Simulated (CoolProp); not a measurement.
p-xylene along the isobar 0.0717 MPa: fugacity coefficient from the reference equation and from simpler models built on Tc = 616.2 K, pc = 3.532 MPa, ω = 0.324; each cubic takes its own stable root.

The numbers come from the reference Helmholtz-energy equation of state, Zhou 2012 in CoolProp.

| T (K) | phase | reference | van der Waals | Redlich-Kwong | Soave-Redlich-Kwong | Peng-Robinson |
|---|---|---|---|---|---|---|
| 328.9 | liquid | 0.07893 | 0.9747 | 0.2615 | 0.07436 | 0.07897 |
| 336 | liquid | 0.1079 | 0.9759 | 0.3394 | 0.1023 | 0.1079 |
| 343.2 | liquid | 0.1459 | 0.9770 | 0.4357 | 0.1391 | 0.1457 |
| 350.3 | liquid | 0.1935 | 0.9780 | 0.5501 | 0.1856 | 0.1931 |
| 357.5 | liquid | 0.2540 | 0.9789 | 0.6883 | 0.2451 | 0.2536 |
| 364.6 | liquid | 0.3280 | 0.9798 | 0.8486 | 0.3182 | 0.3275 |
| 371.8 | liquid | 0.4197 | 0.9807 | 0.9723 | 0.4094 | 0.4193 |
| 378.9 | liquid | 0.5292 | 0.9815 | 0.9736 | 0.5189 | 0.5290 |
| 386 | liquid | 0.6601 | 0.9822 | 0.9749 | 0.6505 | 0.6604 |

At some of these states van der Waals, Redlich-Kwong gives the other phase, because its saturation line lies elsewhere.
